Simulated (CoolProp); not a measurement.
Methanol at 298.15 K and 0.0104 MPa is throttled through a valve to 0.0012 MPa with no heat exchange. Each further row changes one setting.

Model: reference Helmholtz-energy equation of state, de Reuck 1993, in CoolProp.

```
case                         temperature change (K)  final density (kg/m³)
---------------------------  ----------------------  ---------------------
as stated                                      -4.6                 0.0158
outlet pressure 0.00036 MPa                     ___                    ___
outlet pressure 0.00156 MPa                     ___                    ___
```

Q: Some entries are withheld; supply them.

A: 
- outlet pressure 0.00036 MPa, temperature change (K): -4.9
- outlet pressure 0.00036 MPa, final density (kg/m³): 0.00473
- outlet pressure 0.00156 MPa, temperature change (K): -4.5
- outlet pressure 0.00156 MPa, final density (kg/m³): 0.0205
